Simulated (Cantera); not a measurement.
Input (Python, Cantera):

```python
import numpy as np
import cantera as ct

gas = ct.Solution("gri30.yaml")
gas.TPX = 1775, 1333, {'NO': 1, 'N2': 1.1}
reactor = ct.IdealGasConstPressureReactor(gas, energy="off", clone=False)
net = ct.ReactorNet([reactor])
net.rtol, net.atol = 1e-08, 1e-18
show = ['NO', 'O', 'N2O', 'O2', 'N2', 'NO2']
times = np.geomspace(3e-05, 50, 15)

steps = ct.SolutionArray(gas, extra=["t"])
rows = []
print(f"{'t/s':>10s}{'T/K':>9s}{'P/Pa':>11s}" + "".join(f"{s:>11s}" for s in show))
for t in times:
    while net.time < t:
        t_next = net.step()
        steps.append(gas.state, t=t_next)
    rows.append([np.interp(t, steps.t, y) for y in (steps.T, steps.P, *steps(*show).X.T)])
    print(f"{t:10.3e}{rows[-1][0]:9.1f}{rows[-1][1]:11.4g}" + "".join(f"{x:11.3e}" for x in rows[-1][2:]))
rate = np.gradient(steps.T, steps.t)
print("integrator steps:", len(steps.t))
if steps.T.max() > steps.T[0] + 200:
    print(f"time of steepest temperature rise: {steps.t[rate.argmax()]:.4e} s")
gas.TPX = 1775, 1333, {'NO': 1, 'N2': 1.1}
gas.equilibrate("TP")
print(f"equilibrium (TP): T = {gas.T:.1f} K  " + "  ".join(f"{s} {gas[s].X[0]:.3e}" for s in show))
```

It prints:

```
       t/s      T/K       P/Pa         NO          O        N2O         O2         N2        NO2
 3.000e-05   1775.0       1333  4.762e-01  1.672e-08  1.672e-08  7.120e-13  5.238e-01  2.717e-12
 8.347e-05   1775.0       1333  4.762e-01  4.651e-08  4.651e-08  5.558e-12  5.238e-01  2.120e-11
 2.323e-04   1775.0       1333  4.762e-01  1.294e-07  1.293e-07  4.349e-11  5.238e-01  1.656e-10
 6.462e-04   1775.0       1333  4.762e-01  3.596e-07  3.594e-07  3.338e-10  5.238e-01  1.266e-09
 1.798e-03   1775.0       1333  4.762e-01  9.980e-07  9.965e-07  2.559e-09  5.238e-01  9.584e-09
 5.003e-03   1775.0       1333  4.762e-01  2.759e-06  2.746e-06  1.975e-08  5.238e-01  7.126e-08
 1.392e-02   1775.0       1333  4.762e-01  7.566e-06  7.434e-06  1.567e-07  5.238e-01  4.993e-07
 3.873e-02   1775.0       1333  4.761e-01  2.051e-05  1.917e-05  1.409e-06  5.238e-01  2.908e-06
 1.078e-01   1775.0       1333  4.760e-01  5.081e-05  4.325e-05  1.594e-05  5.238e-01  1.004e-05
 2.998e-01   1775.0       1333  4.758e-01  8.057e-05  7.127e-05  1.266e-04  5.239e-01  1.488e-05
 8.343e-01   1775.0       1333  4.749e-01  8.787e-05  7.969e-05  5.310e-04  5.244e-01  1.620e-05
 2.321e+00   1775.0       1333  4.726e-01  9.321e-05  7.852e-05  1.688e-03  5.255e-01  1.831e-05
 6.459e+00   1775.0       1333  4.661e-01  1.063e-04  7.501e-05  4.954e-03  5.288e-01  2.343e-05
 1.797e+01   1775.0       1333  4.474e-01  1.354e-04  6.650e-05  1.426e-02  5.381e-01  3.406e-05
 5.000e+01   1775.0       1333  3.953e-01  1.918e-04  4.839e-05  4.025e-02  5.641e-01  5.010e-05
integrator steps: 627
equilibrium (TP): T = 1775.0 K  NO 3.985e-03  O 4.051e-04  N2O 2.606e-08  O2 2.359e-01  N2 7.598e-01  NO2 1.287e-06
```

Cantera simulation using GRI-Mech 3.0 (53 species, 325 reactions); the numbers are that mechanism's predictions, not measurements. Radical loss at walls, strong at low pressure, is not modelled.
